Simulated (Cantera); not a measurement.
Input: 1 mol NH3, 0.81 mol SO2, 29 mol N2, at 133 Pa.

These are equilibrium values from Cantera (NASA tables, ideal gas, pure condensed phases), not measurements of a reactor. Candidate condensed phases: H2O, H2SO4, S; 35 gas species. Kinetics and transport are ignored. All values below are at 1300 K.

Base state: N2 0.936, H2O 0.0349, H2 0.0121, S2 0.00839, SO2 0.00807, H2S 0.000451, SO 0.000274, SH 6.54e-5 (mole fractions); condensed: gas only.

What changes in the equilibrium state with this change: pressure from 133 Pa to 9300 Pa?


```
species    before    after
-------  --------  -------
N2          0.936    0.938
H2O        0.0349   0.0400
S2        0.00839  0.00896
H2         0.0121  0.00582
SO2       0.00807  0.00569
H2S      0.000451  0.00187
SO       0.000274  8.08e-5
S2O       2.49e-5  6.36e-5
SH        6.54e-5  4.68e-5
```
